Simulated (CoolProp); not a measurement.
Vapour-liquid equilibrium of dimethyl ether (1) + R236FA (2) at 267.2 K; x and y are mole fractions of (1).

Computed with CoolProp (multi-fluid Helmholtz-energy mixture model, Wu 2011 and Pan 2012; pair parameters Bell 2016).

```tsv
x	bubble pressure (bar)	y at the bubble point	dew pressure at overall composition x (bar)	liquid density (mol/L)
0.05	0.8470	0.060	0.8454	9.818
0.125	0.8660	0.158	0.8588	10.15
0.2	0.8946	0.265	0.8761	10.50
0.275	0.9357	0.377	0.8978	10.87
0.35	0.9921	0.490	0.9247	11.25
0.425	1.067	0.598	0.9576	11.65
0.5	1.161	0.696	0.9982	12.07
0.575	1.276	0.781	1.049	12.51
0.65	1.410	0.850	1.113	12.96
0.725	1.561	0.903	1.196	13.44
0.8	1.723	0.943	1.308	13.94
0.875	1.890	0.972	1.474	14.46
0.95	2.052	0.991	1.758	15.01
```

No azeotrope shows between x = 0.05 and 0.95.

The pair parameters rest on a limited set of measurements; away from them the model extrapolates.
